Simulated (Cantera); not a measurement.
Input (Python, Cantera) and output of one run.

```python
import numpy as np
import cantera as ct

gas_names = [...]  # 87 gases of nasa_gas.yaml made of C, H, Si
cond_names = """
    C(gr) C6H6(L) C7H8(L) C8H18(L),n-octa Si(cr) Si(L) SiC(b)
""".split()


# ... load() reads the species with a 1 bar reference pressure and builds the phases ...
atoms = {
    'SiH4': {'Si': 1, 'H': 4},
    'C2H2': {'C': 2, 'H': 2},
    'H2': {'H': 2},
}
top_T = {'C(gr)': 4500, 'SiC(b)': 3050}  # K; cautious upper limits of use, not melting points


# ... equilibrate(T, P, feed) seeds the gas with the atoms and calls Mixture.equilibrate('TP', solver="vcs", rtol=1e-11, max_steps=5000) ...
results = []
feed = {'SiH4': 1, 'C2H2': 0.019, 'H2': 82}  # mol
P = 1000  # Pa
for T in [900, 1000, 1100, 1200, 1300, 1400, 1500, 1600, 1700]:
    mix = equilibrate(T, P, feed)
    results.append((T, P, feed, dict(zip(mix.species_names, mix.species_moles))))
    x = sorted(zip(gas.X, gas.species_names), reverse=True)
    print(f"T = {T:g} K  P = {P:g} Pa  gas = {mix.phase_moles(0):.4g} mol")
    print("   x: " + "  ".join(f"{s} {v:.3e}" for v, s in x if v > 1e-06))
    print("   condensed (mol): " + ("  ".join(f"{mix.phase(i).name} {mix.phase_moles(i):.4g}"
          for i in range(1, mix.n_phases) if mix.phase_moles(i) > 1e-12) or "none"))
```

It prints:

```
T = 900 K  P = 1000 Pa  gas = 84.02 mol
   x: H2 1.000e+00
   condensed (mol): Si(cr) 0.962  SiC(b) 0.03796
T = 1000 K  P = 1000 Pa  gas = 84.02 mol
   x: H2 1.000e+00
   condensed (mol): Si(cr) 0.962  SiC(b) 0.03797
T = 1100 K  P = 1000 Pa  gas = 84.02 mol
   x: H2 1.000e+00
   condensed (mol): Si(cr) 0.962  SiC(b) 0.03797
T = 1200 K  P = 1000 Pa  gas = 84.02 mol
   x: H2 1.000e+00  H 1.973e-06
   condensed (mol): Si(cr) 0.962  SiC(b) 0.03798
T = 1300 K  P = 1000 Pa  gas = 84.02 mol
   x: H2 1.000e+00  H 1.106e-05
   condensed (mol): Si(cr) 0.962  SiC(b) 0.03798
T = 1400 K  P = 1000 Pa  gas = 84.02 mol
   x: H2 1.000e+00  H 4.864e-05
   condensed (mol): Si(cr) 0.962  SiC(b) 0.03798
T = 1500 K  P = 1000 Pa  gas = 84.03 mol
   x: H2 9.998e-01  H 1.760e-04  SiH2 1.498e-06  Si 1.052e-06
   condensed (mol): Si(cr) 0.9618  SiC(b) 0.03798
T = 1600 K  P = 1000 Pa  gas = 84.04 mol
   x: H2 9.994e-01  H 5.435e-04  Si 9.751e-06  SiH2 5.003e-06  SiH 2.124e-06
   condensed (mol): Si(cr) 0.9606  SiC(b) 0.03798
T = 1700 K  P = 1000 Pa  gas = 84.09 mol
   x: H2 9.984e-01  H 1.472e-03  Si 6.786e-05  SiH2 1.417e-05  SiH 1.049e-05
   condensed (mol): Si(L) 0.9541  SiC(b) 0.03795
```

Method: chemical equilibrium by Gibbs-energy minimisation in Cantera with the NASA 1993 tables (ideal gas, pure condensed phases). Mutual solubility and eutectic melting of coexisting phases are not modelled. Gases not in the tables: Si2H6 and higher silanes.
